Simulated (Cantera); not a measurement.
Charge: 1 mol Al(CH3)3, 44 mol N2O, 19 mol H2, equilibrated at 1875 K and 750 Torr.

Method: chemical equilibrium by Gibbs-energy minimisation in Cantera with the NASA 1993 tables (ideal gas, pure condensed phases). The feed counts by its element totals alone. Gases not in the tables: Al(OH)3. Equilibrium is a limit: real reactors are often held back by kinetics, nucleation or transport.

```csv
species,before,after
N2,0.570,0.569
H2O,0.304,0.301
O2,0.0826,0.0822
OH,0.00147,0.00418
CO2,0.0389,0.0384
H,6.92e-6,0.000161
O,6.91e-5,0.000563
H2,0.000112,0.000905
CO,5.86e-5,0.000474
NO,0.00283,0.00282
"Al2O3(s), mol",0.500,0.500
```
Gas species are given as mole fractions.

Name the change that produced these shifts.
(A) H2 from 19 to 730 mol
(B) N2O from 44 to 2.9 mol
(C) pressure from 750 Torr to 11.3 Torr
(D) H2 from 19 to 1.6 mol

C, pressure from 750 Torr to 11.3 Torr
